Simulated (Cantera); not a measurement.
**Al + O2 + N2 (aluminium nitride and oxide growth)**

Charge: 1 mol Al, 15 mol O2, 510 mol N2, held at 1325 °C and 1000 Pa.

Cantera equilibrium calculation (NASA polynomials, part measured and part estimated; ideal gas, pure solids and liquids). Candidate condensed phases: Al, AlN, Al2O3; 16 gas species. Equilibrium is a limit: real reactors are often held back by kinetics, nucleation or transport.

```yaml
x(N2): 0.972
x(O2): 0.0268
x(NO): 0.000761
x(O): 2.32e-5
n(Al2O3(s)): 0.500 mol
gas_amount: 524.3 mol
log10 activity of Al(l) (absent): -16.35
```
